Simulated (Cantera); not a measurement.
# Stirred combustor or abatement burner

A perfectly stirred reactor is fed with 21.3 % H₂, 18.7 % O₂, 59.8 % N₂, 0.298 % NO, at 825 Torr; it is adiabatic with a 500 K inlet, and is followed from long to short residence time, starting on the burning branch (τ in s: 0.11, 0.055, 0.027, 0.014, 0.0067, 0.0033, 0.0016, 0.00081, 0.0004, 0.0002, 9.8e-05, 4.8e-05).

Detailed kinetics in Cantera: GRI-Mech 3.0 (53 species, 325 reactions). The mechanism lacks 2 NO + O2 → 2 NO2 and HONO, so NO2 and the effect of NO are under-described below about 1400 K.

```tsv
τ (s)	T (K)	x H₂	x O₂	x NO	x H₂O₂	x O
0.11	2072	0.000468	0.0886	0.00358	1.76e-7	0.000397
0.055	2070	0.000554	0.0886	0.00348	1.80e-7	0.000462
0.027	2066	0.000719	0.0885	0.00342	1.90e-7	0.000588
0.014	2060	0.000989	0.0883	0.00339	2.08e-7	0.000796
0.0067	2048	0.00150	0.0881	0.00337	2.44e-7	0.00120
0.0033	2030	0.00231	0.0878	0.00335	3.00e-7	0.00184
0.0016	2003	0.00358	0.0875	0.00333	3.84e-7	0.00286
0.00081	1965	0.00532	0.0873	0.00332	4.99e-7	0.00426
0.00040	1911	0.00779	0.0874	0.00330	6.77e-7	0.00623
0.00020	1838	0.0109	0.0879	0.00328	9.67e-7	0.00861
9.8e-5	1743	0.0150	0.0894	0.00326	1.53e-6	0.0112
4.8e-5	1626	0.0206	0.0923	0.00323	2.69e-6	0.0133
```
x: mole fraction; the columns are a selection and need not sum to one.
